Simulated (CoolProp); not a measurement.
The fluid at 385.26 K and 9.21 MPa (liquid) is heated at constant pressure to 406.1 K. The same conditions are run with several fluids, on thermodynamics alone (safety and materials aside).

The numbers come from the reference Helmholtz-energy equation of state of each fluid (cyclopropane: Polt 1992; benzene: Thol 2012; R1233zd(E): Akasaka 2022; cyclohexane: Zhou 2014; isobutene: Lemmon 2005) in CoolProp. The equations of Platzer and Polt are older, rougher fits.

| fluid | heat (kJ/kg) | final phase | final density (kg/m³) |
|---|---|---|---|
| cyclopropane | ? | supercritical | ? |
| benzene | ? | liquid | 767 |
| R1233zd(E) | 28.3 | liquid | ? |
| cyclohexane | 48.0 | liquid | 681 |
| isobutene | ? | liquid | 457 |

Task: Complete the blanks.

Result: 
- cyclopropane, heat (kJ/kg): 73.8
- cyclopropane, final density (kg/m³): 419
- benzene, heat (kJ/kg): 42.2
- R1233zd(E), final density (kg/m³): 1010
- isobutene, heat (kJ/kg): 60.2
